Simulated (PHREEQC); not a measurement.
Consider water at 25 °C with 0.0025 mol/kgw NH4HSO4. Closed to the air; pH follows from the charge balance.

Equilibrium calculation in PHREEQC: ion-association model, phreeqc.dat.

No solid was allowed to form.

**Question.** Order these S species by the share of S that they hold, largest first: SO4-2, NH4SO4-, HSO4-.

**Answer.** SO4-2 (85 %), HSO4- (13 %), NH4SO4- (1.9 %)

The pH is 2.70 and the ionic strength 0.00676 mol/kgw. Complexes and solids missing from the database can't appear.
